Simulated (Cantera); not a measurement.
Input: 1 mol Si, a varied amount of Cl2, 0.14 mol H2, held at 750 Torr.

Points: T (K) = 1048, 1073, 1098, 1123, 1148, 1173, 1198, 1223, 1248, 1273, 1298; n(Cl2) (mol) = 0.68, 0.8, 0.94, 1.1, 1.3, 1.5, 1.8, 2.1, 2.5, 2.9, 3.4, 4.1, 4.8.

Cantera's Mixture.equilibrate('TP', solver="vcs", rtol=1e-11, max_steps=5000) on the NASA tables stopped like this:

```
ERROR: FAILURE its = 5001!

*******************************************************************************
CanteraError thrown by MultiPhase::equilibrate:
VCS solver failed. Return code: -1
*******************************************************************************
```

Question: What got this run through?

Answer: This is not unique; one that fits is The failure is numerical, not chemical. The same input converged with solver="gibbs", rtol=1e-10, max_steps=50000, and the result passed a check of the equilibrium conditions:
```
   1048       0.68  Si(cr)
   1048        0.8  Si(cr)
   1048       0.94  Si(cr)
   1048        1.1  Si(cr)
   1048        1.3  Si(cr)
   1048        1.5  Si(cr)
   1048        1.8  Si(cr)
   1048        2.1  gas only
   1048        2.5  gas only
   1048        2.9  gas only
   1048        3.4  gas only
   1048        4.1  gas only
   1048        4.8  gas only
   1073       0.68  Si(cr)
   1073        0.8  Si(cr)
   1073       0.94  Si(cr)
   1073        1.1  Si(cr)
   1073        1.3  Si(cr)
   1073        1.5  Si(cr)
   1073        1.8  Si(cr)
   1073        2.1  gas only
   1073        2.5  gas only
   1073        2.9  gas only
   1073        3.4  gas only
   1073        4.1  gas only
   1073        4.8  gas only
   1098       0.68  Si(cr)
   1098        0.8  Si(cr)
   1098       0.94  Si(cr)
   1098        1.1  Si(cr)
   1098        1.3  Si(cr)
   1098        1.5  Si(cr)
   1098        1.8  Si(cr)
   1098        2.1  gas only
   1098        2.5  gas only
   1098        2.9  gas only
   1098        3.4  gas only
   1098        4.1  gas only
   1098        4.8  gas only
   1123       0.68  Si(cr)
   1123        0.8  Si(cr)
   1123       0.94  Si(cr)
   1123        1.1  Si(cr)
   1123        1.3  Si(cr)
   1123        1.5  Si(cr)
   1123        1.8  Si(cr)
   1123        2.1  gas only
   1123        2.5  gas only
   1123        2.9  gas only
   1123        3.4  gas only
   1123        4.1  gas only
   1123        4.8  gas only
   1148       0.68  Si(cr)
   1148        0.8  Si(cr)
   1148       0.94  Si(cr)
   1148        1.1  Si(cr)
   1148        1.3  Si(cr)
   1148        1.5  Si(cr)
   1148        1.8  Si(cr)
   1148        2.1  gas only
   1148        2.5  gas only
   1148        2.9  gas only
   1148        3.4  gas only
   1148        4.1  gas only
   1148        4.8  gas only
   1173       0.68  Si(cr)
   1173        0.8  Si(cr)
   1173       0.94  Si(cr)
   1173        1.1  Si(cr)
   1173        1.3  Si(cr)
   1173        1.5  Si(cr)
   1173        1.8  Si(cr)
   1173        2.1  gas only
   1173        2.5  gas only
   1173        2.9  gas only
   1173        3.4  gas only
   1173        4.1  gas only
   1173        4.8  gas only
   1198       0.68  Si(cr)
   1198        0.8  Si(cr)
   1198       0.94  Si(cr)
   1198        1.1  Si(cr)
   1198        1.3  Si(cr)
   1198        1.5  Si(cr)
   1198        1.8  Si(cr)
   1198        2.1  gas only
   1198        2.5  gas only
   1198        2.9  gas only
   1198        3.4  gas only
   1198        4.1  gas only
   1198        4.8  gas only
   1223       0.68  Si(cr)
   1223        0.8  Si(cr)
   1223       0.94  Si(cr)
   1223        1.1  Si(cr)
   1223        1.3  Si(cr)
   1223        1.5  Si(cr)
   1223        1.8  Si(cr)
   1223        2.1  gas only
   1223        2.5  gas only
   1223        2.9  gas only
   1223        3.4  gas only
   1223        4.1  gas only
   1223        4.8  gas only
   1248       0.68  Si(cr)
   1248        0.8  Si(cr)
   1248       0.94  Si(cr)
   1248        1.1  Si(cr)
   1248        1.3  Si(cr)
   1248        1.5  Si(cr)
   1248        1.8  Si(cr)
   1248        2.1  gas only
   1248        2.5  gas only
   1248        2.9  gas only
   1248        3.4  gas only
   1248        4.1  gas only
   1248        4.8  gas only
   1273       0.68  Si(cr)
   1273        0.8  Si(cr)
   1273       0.94  Si(cr)
   1273        1.1  Si(cr)
   1273        1.3  Si(cr)
   1273        1.5  Si(cr)
   1273        1.8  Si(cr)
   1273        2.1  gas only
   1273        2.5  gas only
   1273        2.9  gas only
   1273        3.4  gas only
   1273        4.1  gas only
   1273        4.8  gas only
   1298       0.68  Si(cr)
   1298        0.8  Si(cr)
   1298       0.94  Si(cr)
   1298        1.1  Si(cr)
   1298        1.3  Si(cr)
   1298        1.5  Si(cr)
   1298        1.8  Si(cr)
   1298        2.1  gas only
   1298        2.5  gas only
   1298        2.9  gas only
   1298        3.4  gas only
   1298        4.1  gas only
   1298        4.8  gas only
```

The gas is ideal and each condensed phase is pure. The tables' values for SiCl3 are old estimates.
